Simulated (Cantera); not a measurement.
Input: 1 mol Cr2O3, 2 mol H2, held at 1648.15 K and 1.00 bar.

Method: chemical equilibrium by Gibbs-energy minimisation in Cantera with the NASA 1993 tables (ideal gas, pure condensed phases). Candidate condensed phases: Cr, Cr2O3, H2O; 13 gas species. Mutual solubility and eutectic melting of coexisting phases are not modelled. Equilibrium is a limit: real reactors are often held back by kinetics, nucleation or transport.

Base state: H2 0.997, H2O 0.00301, H 8.90e-5 (mole fractions); condensed: Cr(s) + Cr2O3(s).

Q: What changes in the equilibrium state with this change: temperature from 1648.15 K to 1700 K?

A: 
| species | before | after |
|---|---|---|
| H2 | 0.997 | 0.996 |
| H2O | 0.00301 | 0.00397 |
| H | 8.90e-5 | 0.000147 |
| Cr | 8.93e-6 | 2.09e-5 |
| Cr(s), mol | 0.00400 | 0.00525 |
| Cr2O3(s), mol | 0.998 | 0.997 |
